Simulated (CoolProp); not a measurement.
A single-stage vapour-compression cycle with the fluid: evaporating at 207.15 K (dew point), condensing at 239.15 K (bubble point), superheat 2 K, subcooling 0 K, compressor efficiency 0.65, no pressure losses. The same conditions are run with several fluids, on thermodynamics alone (safety and materials aside).

Computed with CoolProp (reference Helmholtz-energy equation of state of each fluid (ethane: Bücker 2006; R22: Kamei 1995; ammonia: Gao 2020; propylene: Lemmon 2013; propane: Lemmon 2009; R13: Platzer 1990)). The equations of Platzer and Polt are older, rougher fits.

```csv
fluid,cooling COP,pressure ratio,discharge temperature (K),refrigerating effect (kJ/kg),volumetric capacity (kJ/m³)
ethane,3.56,3.17,282.7,374,2060
R22,3.70,5.25,307.4,215,285
ammonia,3.50,6.74,388.7,1320,190
propylene,3.73,4.48,288.5,391,389
propane,3.75,4.65,281.5,381,302
R13,3.54,3.43,271.1,112,1550
```
